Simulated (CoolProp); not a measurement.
Saturated liquid density (kg/m³) of C2F6 (R116): the reference equation beside estimates from Tc = 19.9 °C, pc = 3048 kPa, ω = 0.257. Rackett uses Z = 0.29056 − 0.08775 ω.

Model: reference Helmholtz-energy equation of state, Lemmon 2006, in CoolProp. It is a short technical equation, of lower accuracy than the large ones.

```
T (°C)  reference  Rackett  van der Waals  Soave-Redlich-Kwong  Peng-Robinson
------  ---------  -------  -------------  -------------------  -------------
-65.55       1548     1626          978.1                 1475           1670
-57.85       1511     1586            [?]                 1434           1626
-50.15        [?]     1545          929.6                 1391           1577
-42.55       1432     1502            [?]                 1345           1526
-34.85       1389      [?]            [?]                 1293           1468
-27.15       1343     1406          844.8                 1238           1405
-19.55       1293     1353          812.1                  [?]           1335
-11.85        [?]     1294          775.4                 1107           1255
-4.15        1173      [?]          733.9                 1028           1163
3.45         1098     1148          685.7                935.9           1054
```

### Question
Complete the blanks.

### Answer

- -57.85, van der Waals: 954.5
- -50.15, reference: 1472
- -42.55, van der Waals: 903.5
- -34.85, Rackett: 1455
- -34.85, van der Waals: 875.3
- -19.55, Soave-Redlich-Kwong: 1177
- -11.85, reference: 1237
- -4.15, Rackett: 1227

Absolute difference from the reference over all 10 rows, mean and median: Rackett 4.8 and 4.7 %, van der Waals 37.1 and 37.0 %, Soave-Redlich-Kwong 8.3 and 7.4 %, Peng-Robinson 4.9 and 5.2 %.
